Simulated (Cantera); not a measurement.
**Sublimation and decomposition of ceramics: SiC + Si + N2**

A closed system holds: 1 mol SiC, 0.0067 mol Si, 0.45 mol N2, equilibrated at 0.345 Torr.

Cantera equilibrium calculation (NASA polynomials, part measured and part estimated; ideal gas, pure solids and liquids). Candidate condensed phases: C, Si, SiC, Si3N4; 20 gas species. The tables' values for SiN are old estimates; treat these amounts as uncertain. The numbers say what is thermodynamically allowed, not how fast it happens.

```json
[
 {"T (°C)": "1727", "log p N2": "-3.34", "log p Si": "-5.18", "log p SiC2": "-7.44", "log p Si2C": "-6.75", "log p CN": "-8.36", "log p C3": "-11.87", "log p Si2": "-7.99", "log p C": "-10.95", "n SiC(s)": "1.000", "n C(graphite)": "0"},
 {"T (°C)": "1802", "log p N2": "-3.34", "log p Si": "-5.14", "log p SiC2": "-6.37", "log p Si2C": "-6.57", "log p CN": "-7.51", "log p C3": "-9.78", "log p Si2": "-8.19", "log p C": "-9.84", "n SiC(s)": "0.998", "n C(graphite)": "0.000433"},
 {"T (°C)": "1877", "log p N2": "-3.36", "log p Si": "-4.69", "log p SiC2": "-5.79", "log p Si2C": "-5.99", "log p CN": "-7.14", "log p C3": "-9.07", "log p Si2": "-7.56", "log p C": "-9.21", "n SiC(s)": "0.982", "n C(graphite)": "0.0140"},
 {"T (°C)": "1952", "log p N2": "-3.40", "log p Si": "-4.27", "log p SiC2": "-5.24", "log p Si2C": "-5.46", "log p CN": "-6.80", "log p C3": "-8.40", "log p Si2": "-6.98", "log p C": "-8.63", "n SiC(s)": "0.930", "n C(graphite)": "0.0526"},
 {"T (°C)": "2027", "log p N2": "-3.53", "log p Si": "-3.87", "log p SiC2": "-4.73", "log p Si2C": "-4.96", "log p CN": "-6.54", "log p C3": "-7.78", "log p Si2": "-6.43", "log p C": "-8.08", "n SiC(s)": "0.740", "n C(graphite)": "0.186"},
 {"T (°C)": "2102", "log p N2": "-3.83", "log p Si": "-3.61", "log p SiC2": "-4.36", "log p Si2C": "-4.70", "log p CN": "-6.38", "log p C3": "-7.19", "log p Si2": "-6.12", "log p C": "-7.56", "n SiC(s)": "0", "n C(graphite)": "0.673"},
 {"T (°C)": "2177", "log p N2": "-3.84", "log p Si": "-3.61", "log p SiC2": "-4.26", "log p Si2C": "-4.96", "log p CN": "-6.09", "log p C3": "-6.65", "log p Si2": "-6.33", "log p C": "-7.08", "n SiC(s)": "0", "n C(graphite)": "0.619"},
 {"T (°C)": "2252", "log p N2": "-3.85", "log p Si": "-3.62", "log p SiC2": "-4.17", "log p Si2C": "-5.21", "log p CN": "-5.82", "log p C3": "-6.14", "log p Si2": "-6.55", "log p C": "-6.63", "n SiC(s)": "0", "n C(graphite)": "0.547"},
 {"T (°C)": "2327", "log p N2": "-3.85", "log p Si": "-3.64", "log p SiC2": "-4.10", "log p Si2C": "-5.48", "log p CN": "-5.57", "log p C3": "-5.65", "log p Si2": "-6.77", "log p C": "-6.20", "n SiC(s)": "0", "n C(graphite)": "0.455"}
]
```
log p: log10 of the partial pressure in bar; n: condensed amount in mol.

At 1727 °C the condensed part is SiC(s). From 1802 °C to 2027 °C the condensed part is C(graphite) + SiC(s). From 2102 °C to 2327 °C the condensed part is C(graphite). The main Si-bearing gas is Si throughout.
